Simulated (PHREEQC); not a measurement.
A solution holds 0.028 mol/kgw NH3, 0.00013 mol/kgw CO2 and 0.0148 mol/kgw K2CO3, at 20 °C. Closed to the air; pH follows from the charge balance.

Model: ion-association model, phreeqc.dat, run in PHREEQC.

No solid was allowed to form.

What pH does the model give?

pH 11.22.

In which forms is N present?

NH3 98 %, NH4+ 1.8 % of the N.

Carbamate, which ammonia and carbonate form, is missing from the database.
